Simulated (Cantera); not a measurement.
A Cantera script and what it prints.

```python
import numpy as np
import cantera as ct

gas_names = """
    N NO NO2 NO3 N2 N2O O O2 O3 Pb PbO Pb2
""".split()
cond_names = """
    Pb(cr) Pb(L) PbO(rd) PbO(yw) PbO(L) PbO2(s) Pb3O4(s)
""".split()


# ... load() reads the species with a 1 bar reference pressure and builds the phases ...
atoms = {
    'PbO': {'Pb': 1, 'O': 1},
    'O2': {'O': 2},
    'N2': {'N': 2},
}
top_T = {'Pb3O4(s)': 820}  # K; cautious upper limits of use, not melting points


# ... equilibrate(T, P, feed) seeds the gas with the atoms and calls Mixture.equilibrate('TP', solver="vcs", rtol=1e-11, max_steps=5000) ...
results = []
feed = {'PbO': 1, 'O2': 0.016, 'N2': 0.14}  # mol
P = 160  # Pa
for T in [975, 1025, 1075, 1125, 1175, 1225, 1275, 1325, 1375, 1425]:
    mix = equilibrate(T, P, feed)
    results.append((T, P, feed, dict(zip(mix.species_names, mix.species_moles))))

top = {s: max(r[3][s] / sum(r[3][g] for g in gas_names) for r in results) for s in gas_names}
cols = sorted((s for s in top if top[s] > 0.0001), key=lambda s: -top[s])[:6]
seen = [c for c in cond_names if any(r[3].get(c, 0) > 1e-12 for r in results)]
print("log10 of partial pressures in bar; condensed amounts in mol")
print(f"{'T/K':>10s}" + "".join(f"{s[:9]:>10s}" for s in cols + seen))
for T, P, feed, n in results:
    ng = sum(n[g] for g in gas_names)
    print(f"{T:10.4g}" + "".join(f"{np.log10(max(n[s] / ng * P / 1e5, 1e-99)):10.3f}" for s in cols)
          + "".join(f"{n.get(c, 0):10.4g}" for c in seen))
```

Result:

```
log10 of partial pressures in bar; condensed amounts in mol
       T/K        N2       PbO        Pb        O2        NO   PbO(yw)    PbO(L)
       975    -2.843    -6.887    -9.664    -3.785    -7.550         1         0
      1025    -2.843    -6.164    -8.612    -3.785    -7.312    0.9999         0
      1075    -2.844    -5.511    -7.661    -3.786    -7.096    0.9997         0
      1125    -2.846    -4.919    -6.795    -3.788    -6.901    0.9988         0
      1175    -2.854    -4.395    -6.018    -3.795    -6.728         0    0.9959
      1225    -2.877    -3.947    -5.334    -3.812    -6.581         0    0.9876
      1275    -2.940    -3.538    -4.695    -3.850    -6.479         0    0.9622
      1325    -3.151    -3.161    -4.090    -3.916    -6.476         0    0.8473
      1375    -3.741    -2.958    -3.703    -3.922    -6.643         0         0
      1425    -3.748    -2.988    -3.605    -3.840    -6.484         0         0
```

Cantera equilibrium calculation (NASA polynomials, part measured and part estimated; ideal gas, pure solids and liquids). Gases not in the tables: (PbO)n polymers.
